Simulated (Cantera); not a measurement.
Premixed flame

A freely propagating, adiabatic, planar premixed flame of H2 : O2 : N2 = 1 : 0.333 : 1.37 (molar parts), unburnt at 550 K and 1730 Torr; mixture-averaged transport, grid criteria slope 0.08 and curve 0.16, no radiation.

Cantera simulation using the H2/O2 subset of GRI-Mech 3.0, which has no nitrogen chemistry; the numbers are that mechanism's predictions, not measurements. The hydrogen kinetics of GRI-Mech 3.0 are dated; newer H2 mechanisms differ, most at raised pressure. Burning velocities carry a grid error of a few per cent, more on coarse grids.

| z (mm) | T (K) | u (m/s) | x H2 | x O2 | x HO2 | x H2O2 | x H2O | x OH |
|---|---|---|---|---|---|---|---|---|
| -0.448 | 550 | 7.49 | 0.370 | 0.123 | <1e-8 | <1e-8 | <1e-8 | <1e-8 |
| -0.299 | 550 | 7.49 | 0.370 | 0.123 | <1e-8 | <1e-8 | <1e-8 | <1e-8 |
| -0.224 | 550 | 7.49 | 0.370 | 0.123 | <1e-8 | <1e-8 | 1.07e-8 | <1e-8 |
| -0.149 | 550 | 7.49 | 0.370 | 0.123 | 6.06e-7 | <1e-8 | 5.78e-7 | <1e-8 |
| -0.0747 | 577 | 7.79 | 0.364 | 0.124 | 0.000361 | 7.82e-6 | 0.000966 | 6.09e-5 |
| -0.0373 | 842 | 11.1 | 0.326 | 0.117 | 0.000366 | 3.69e-5 | 0.0237 | 0.00101 |
| 0 | 1284 | 16.3 | 0.235 | 0.0811 | 0.000153 | 8.02e-6 | 0.103 | 0.00293 |
| 0.0373 | 1592 | 20.0 | 0.151 | 0.0305 | 5.36e-5 | 2.84e-6 | 0.198 | 0.00662 |
| 0.0747 | 1740 | 21.7 | 0.123 | 0.0105 | 1.77e-5 | 1.71e-6 | 0.236 | 0.00857 |
| 0.149 | 1881 | 23.3 | 0.118 | 0.00376 | 6.08e-6 | 9.55e-7 | 0.251 | 0.00961 |
| 0.299 | 2016 | 24.7 | 0.123 | 0.00223 | 3.44e-6 | 5.12e-7 | 0.258 | 0.00931 |
| 0.597 | 2138 | 26.0 | 0.127 | 0.00122 | 1.88e-6 | 2.76e-7 | 0.265 | 0.00795 |
| 1.19 | 2234 | 27.0 | 0.131 | 0.000573 | 9.13e-7 | 1.52e-7 | 0.271 | 0.00601 |
x: mole fraction of selected species; z is measured from the peak of heat release.

```json
{
 "laminar_burning_velocity": "749 cm/s",
 "thermal_thickness": "0.149 mm",
 "peak x(HO2)": "0.000558",
 "peak x(H2O2)": "3.78e-5",
 "peak x(OH)": "0.00965",
 "grid_points": "119"
}
```
